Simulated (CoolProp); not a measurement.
A closed Brayton cycle with carbon dioxide: compressor inlet 329.15 K and 7.9 MPa, high pressure 26.8 MPa, turbine inlet 845 K, compressor efficiency 0.85, turbine efficiency 0.9, recuperator effectiveness 0.9 (on enthalpy, no pinch check). Each further row changes one setting.

Computed with CoolProp (reference Helmholtz-energy equation of state, Span 1996).

```csv
case,thermal efficiency (%),net work (kJ/kg),compressor to turbine work,compressor exit (K),turbine exit (K)
as stated,33.6,90.1,0.44,438.1,698.4
turbine inlet 795 K,31.4,79.1,0.47,438.1,653.6
compressor inlet 339.15 K,?,?,?,453.9,698.4
high pressure 22.8 MPa,33.3,82.0,?,?,?
recuperator effectiveness 0.5,23.3,90.1,0.44,438.1,698.4
```

### Question
Complete the blanks.

### Answer

- compressor inlet 339.15 K, thermal efficiency (%): 32.1
- compressor inlet 339.15 K, net work (kJ/kg): 83.1
- compressor inlet 339.15 K, compressor to turbine work: 0.48
- high pressure 22.8 MPa, compressor to turbine work: 0.42
- high pressure 22.8 MPa, compressor exit (K): 423.1
- high pressure 22.8 MPa, turbine exit (K): 717.2
